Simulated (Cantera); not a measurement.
Feed: 1 mol HMDSO, 5.2 mol CO₂, 12 mol N₂, equilibrated at 1250 K and 45.0 mbar.

Equilibrium computed with Cantera from the NASA thermochemical tables; the gas is ideal and each condensed phase is pure. Candidate condensed phases: C, C₆H₆, C₇H₈, C₈H₁₈, H₂O, Si, SiC, SiO₂, Si₂N₂O, Si₃N₄; 151 gas species. The feed counts by its element totals alone. The tables hold silica as quartz up to 1696 K and as liquid above; real silica turns to tridymite and cristobalite and melts near 1996 K. Rates play no part.

Base state: N₂ 0.423, H₂ 0.317, CO 0.260, H₂O 5.59e-5, CH₄ 4.96e-5, HCN 4.64e-5, CO₂ 2.94e-5 (mole fractions); condensed: C(graphite) + SiO₂(β-quartz).

### Question
What changes in the equilibrium state with this change: HMDSO replaced by TEOS?

### Answer
```csv
species,before,after
CO,0.260,0.360
N₂,0.423,0.349
H₂,0.317,0.291
CO₂,2.94e-5,5.62e-5
H₂O,5.59e-5,7.10e-5
CH₄,4.96e-5,4.18e-5
HCN,4.64e-5,4.04e-5
"C(graphite), mol",3.80,0.802
"SiO₂(β-quartz), mol",2.00,1.000
```
